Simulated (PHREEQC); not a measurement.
Dissolve 0.16 mol AgNO3, 0.057 mol KNO3 and 0.00064 mol Cu(NO3)2 per kg of water at 25 °C. Closed to the air; pH follows from the charge balance.

Computed with PHREEQC (ion-association model, wateq4f.dat).

```
Property                   Value
-----------------  -------------
pH                          5.55
ionic strength     0.211 mol/kgw
activity of water          0.993
```

```csv
species,molality,activity,log γ
NO3-,0.210,0.145,-0.161
Ag+,0.152,0.113,-0.128
K+,0.0570,0.0403,-0.150
AgNO3,0.00802,0.00842,0.021
Cu+2,0.000637,0.000205,-0.492
H+,3.55e-6,2.82e-6,-0.099
CuOH+,1.01e-6,7.22e-7,-0.146
Cu2(OH)2+2,7.43e-7,2.28e-7,-0.513
Cu(OH)2,5.05e-7,5.30e-7,0.021
AgOH,3.79e-8,3.98e-8,0.021
OH-,5.01e-9,3.52e-9,-0.153
```

No solid was allowed to form.
